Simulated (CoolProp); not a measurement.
Vapour-liquid equilibrium of dimethyl ether (1) + R236FA (2) at 267.2 K; x and y are mole fractions of (1).

Values from CoolProp's multi-fluid Helmholtz-energy mixture model, Wu 2011 and Pan 2012; pair parameters Bell 2016.

```json
[
 {"x": "0.05", "bubble pressure, mixture model (kPa)": "84.70", "bubble pressure, Raoult's law (kPa)": "90.41", "y, mixture model": "0.060", "y, Raoult's law": "0.119"},
 {"x": "0.125", "bubble pressure, mixture model (kPa)": "86.60", "bubble pressure, Raoult's law (kPa)": "100.3", "y, mixture model": "0.158", "y, Raoult's law": "0.268"},
 {"x": "0.2", "bubble pressure, mixture model (kPa)": "89.46", "bubble pressure, Raoult's law (kPa)": "110.1", "y, mixture model": "0.265", "y, Raoult's law": "0.391"},
 {"x": "0.275", "bubble pressure, mixture model (kPa)": "93.57", "bubble pressure, Raoult's law (kPa)": "120.0", "y, mixture model": "0.377", "y, Raoult's law": "0.494"},
 {"x": "0.35", "bubble pressure, mixture model (kPa)": "99.21", "bubble pressure, Raoult's law (kPa)": "129.9", "y, mixture model": "0.490", "y, Raoult's law": "0.580"},
 {"x": "0.425", "bubble pressure, mixture model (kPa)": "106.7", "bubble pressure, Raoult's law (kPa)": "139.7", "y, mixture model": "0.598", "y, Raoult's law": "0.655"},
 {"x": "0.5", "bubble pressure, mixture model (kPa)": "116.1", "bubble pressure, Raoult's law (kPa)": "149.6", "y, mixture model": "0.696", "y, Raoult's law": "0.720"},
 {"x": "0.575", "bubble pressure, mixture model (kPa)": "127.6", "bubble pressure, Raoult's law (kPa)": "159.5", "y, mixture model": "0.781", "y, Raoult's law": "0.777"},
 {"x": "0.65", "bubble pressure, mixture model (kPa)": "141.0", "bubble pressure, Raoult's law (kPa)": "169.3", "y, mixture model": "0.850", "y, Raoult's law": "0.827"},
 {"x": "0.725", "bubble pressure, mixture model (kPa)": "156.1", "bubble pressure, Raoult's law (kPa)": "179.2", "y, mixture model": "0.903", "y, Raoult's law": "0.871"},
 {"x": "0.8", "bubble pressure, mixture model (kPa)": "172.3", "bubble pressure, Raoult's law (kPa)": "189.0", "y, mixture model": "0.943", "y, Raoult's law": "0.911"},
 {"x": "0.875", "bubble pressure, mixture model (kPa)": "189.0", "bubble pressure, Raoult's law (kPa)": "198.9", "y, mixture model": "0.972", "y, Raoult's law": "0.947"},
 {"x": "0.95", "bubble pressure, mixture model (kPa)": "205.2", "bubble pressure, Raoult's law (kPa)": "208.8", "y, mixture model": "0.991", "y, Raoult's law": "0.980"}
]
```

The largest gap from Raoult's law is -23.6 % in bubble pressure, at x = 0.425. No azeotrope shows between x = 0.05 and 0.95.

The pair parameters rest on a limited set of measurements; away from them the model extrapolates.
